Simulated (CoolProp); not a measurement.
Saturation properties of R113.

Computed with CoolProp (reference Helmholtz-energy equation of state, Marx 1992).

```tsv
T (°C)	p (kPa)	liquid density (kg/m³)	vapour density (kg/m³)	enthalpy of vaporisation (kJ/kg)	liquid cp (kJ/(kg K))
64.45	171.6	…	12.18	138.7	0.9589
72.05	213.3	1446	14.98	136.1	0.9679
79.55	261.8	1426	18.21	133.4	0.9772
87.15	319.0	1405	22.01	130.5	0.9872
94.65	384.3	1384	26.36	127.6	0.9977
102.25	460.2	…	31.44	124.5	1.009
109.75	…	1340	37.20	121.3	1.021
117.35	643.6	1316	43.91	117.8	1.035
124.95	754.3	1292	51.60	114.2	…
132.45	…	1267	60.30	110.5	1.067
140.05	1015	1240	70.42	106.4	…
147.55	…	1212	81.91	102.1	1.109
155.15	1338	1182	95.36	97.37	1.136
162.65	1523	1151	110.8	92.34	1.170
```

### Question
Fill in the missing entries.

### Answer

- 64.45, liquid density (kg/m³): 1466
- 102.25, liquid density (kg/m³): 1362
- 109.75, p (kPa): 545.6
- 124.95, liquid cp (kJ/(kg K)): 1.050
- 132.45, p (kPa): 876.7
- 140.05, liquid cp (kJ/(kg K)): 1.086
- 147.55, p (kPa): 1167

It boils at 47.6 °C under 1 atm.
